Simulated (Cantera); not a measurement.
Charge: 1 mol HMDSO, 0.06 mol O2, 1.3 mol H2, at 1500 K.

Equilibrium computed with Cantera from the NASA thermochemical tables; the gas is ideal and each condensed phase is pure. Candidate condensed phases: C, C6H6, C7H8, C8H18, H2O, Si, SiC, SiO2; 123 gas species. The feed counts by its element totals alone. Mutual solubility and eutectic melting of coexisting phases are not modelled. The tables hold silica as quartz up to 1696 K and as liquid above; real silica turns to tridymite and cristobalite and melts near 1996 K. The numbers say what is thermodynamically allowed, not how fast it happens.

x: gas mole fraction; n: condensed amount in mol.

```json
[
 {"P (Pa)": "5", "x H2": "0.900", "x CO": "0.0978", "x CH4": "1.04e-7", "x H": "?", "x SiO": "0.000192", "n C(graphite)": "2.88", "n SiC(s)": "2.00", "n SiO2(β-quartz)": "0"},
 {"P (Pa)": "21", "x H2": "0.901", "x CO": "0.0978", "x CH4": "4.38e-7", "x H": "?", "x SiO": "0.000192", "n C(graphite)": "2.88", "n SiC(s)": "2.00", "n SiO2(β-quartz)": "0"},
 {"P (Pa)": "85", "x H2": "0.901", "x CO": "0.0979", "x CH4": "1.77e-6", "x H": "?", "x SiO": "0.000192", "n C(graphite)": "2.88", "n SiC(s)": "2.00", "n SiO2(β-quartz)": "0"},
 {"P (Pa)": "350", "x H2": "0.902", "x CO": "0.0979", "x CH4": "7.31e-6", "x H": "?", "x SiO": "0.000192", "n C(graphite)": "2.88", "n SiC(s)": "2.00", "n SiO2(β-quartz)": "0"},
 {"P (Pa)": "1400", "x H2": "0.902", "x CO": "0.0979", "x CH4": "2.93e-5", "x H": "?", "x SiO": "0.000192", "n C(graphite)": "2.88", "n SiC(s)": "2.00", "n SiO2(β-quartz)": "0"},
 {"P (Pa)": "5900", "x H2": "0.902", "x CO": "0.0979", "x CH4": "0.000123", "x H": "?", "x SiO": "0.000192", "n C(graphite)": "2.88", "n SiC(s)": "2.00", "n SiO2(β-quartz)": "0"},
 {"P (Pa)": "24000", "x H2": "0.905", "x CO": "0.0940", "x CH4": "0.000505", "x H": "?", "x SiO": "0.000184", "n C(graphite)": "2.95", "n SiC(s)": "1.97", "n SiO2(β-quartz)": "0.0244"},
 {"P (Pa)": "100000", "x H2": "0.975", "x CO": "0.0226", "x CH4": "0.00244", "x H": "?", "x SiO": "4.42e-5", "n C(graphite)": "4.18", "n SiC(s)": "1.56", "n SiO2(β-quartz)": "0.441"}
]
```

Q: Fill in the missing entries.

A: 
- 5, x H: 0.00236
- 21, x H: 0.00115
- 85, x H: 0.000573
- 350, x H: 0.000283
- 1400, x H: 0.000141
- 5900, x H: 6.88e-5
- 24000, x H: 3.42e-5
- 100000, x H: 1.74e-5
